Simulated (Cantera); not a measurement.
Feed: 1 mol SiH2Cl2, 1.8 mol NO, equilibrated at 0.100 bar.

Method: chemical equilibrium by Gibbs-energy minimisation in Cantera with the NASA 1993 tables (ideal gas, pure condensed phases). Candidate condensed phases: H2O, NH4Cl, Si, SiO2, Si2N2O, Si3N4; 47 gas species. Mutual solubility and eutectic melting of coexisting phases are not modelled. The tables hold silica as quartz up to 1696 K and as liquid above; real silica turns to tridymite and cristobalite and melts near 1996 K. Equilibrium is a limit: real reactors are often held back by kinetics, nucleation or transport.

Task: Which condensed phases are stable at each of these points (T (K)): 748, 848, 948, 1048, 1148, 1248, 1348, 1448, 1548, 1648, 1748, 1848?

Result: 
| T (K) | condensed phases | Si condensed (%) |
|---|---|---|
| 748 | SiO2(α-quartz) + Si2N2O(s) | 96.6 |
| 848 | SiO2(β-quartz) + Si2N2O(s) | 95.7 |
| 948 | SiO2(β-quartz) + Si2N2O(s) | 94.8 |
| 1048 | SiO2(β-quartz) + Si2N2O(s) | 94.0 |
| 1148 | SiO2(β-quartz) + Si2N2O(s) | 93.2 |
| 1248 | SiO2(β-quartz) + Si2N2O(s) | 92.4 |
| 1348 | SiO2(β-quartz) + Si2N2O(s) | 91.7 |
| 1448 | SiO2(β-quartz) + Si2N2O(s) | 90.6 |
| 1548 | SiO2(β-quartz) | 90.0 |
| 1648 | SiO2(β-quartz) | 89.8 |
| 1748 | SiO2(condensed) | 89.2 |
| 1848 | SiO2(condensed) | 87.6 |

At 748 K the condensed part is SiO2(α-quartz) + Si2N2O(s). From 848 K to 1448 K the condensed part is SiO2(β-quartz) + Si2N2O(s). From 1548 K to 1648 K the condensed part is SiO2(β-quartz). From 1748 K to 1848 K the condensed part is SiO2(condensed).
